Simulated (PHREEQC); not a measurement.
Acid rinse or clean (model solution)

Make-up at 25 °C: 0.17 mol/kgw H2SO4, 0.0341 mol/kgw AlCl3 and 0.16 mol/kgw MgCl2. Closed to the air; pH follows from the charge balance.

Model: ion-association model, phreeqc.dat, run in PHREEQC.

```json
{
 "pH": "0.73",
 "ionic_strength": "0.756 mol/kgw",
 "activity_of_water": "0.983",
 "density": "1.024 g/cm³",
 "total_alkalinity": "-340 meq/kg"
}
```

| species | molality | activity | log γ |
|---|---|---|---|
| Cl- | 0.422 | 0.264 | -0.205 |
| H+ | 0.245 | 0.184 | -0.124 |
| Mg+2 | 0.131 | 0.0378 | -0.539 |
| HSO4- | 0.0939 | 0.0709 | -0.122 |
| MgSO4 | 0.0294 | 0.0350 | 0.076 |
| SO4-2 | 0.0228 | 0.00396 | -0.761 |
| AlSO4+ | 0.0187 | 0.0119 | -0.194 |
| Al+3 | 0.0125 | 0.000954 | -1.118 |
| Al(SO4)2- | 0.00233 | 0.00149 | -0.194 |
| AlHSO4+2 | 0.000598 | 0.000195 | -0.486 |
| AlOH+2 | 2.52e-7 | 5.05e-8 | -0.698 |

This is a speciation only: nothing precipitates in the calculation. Caution: at this ionic strength the ion-association model is outside its range; a Pitzer model would be the better tool where its parameters exist.
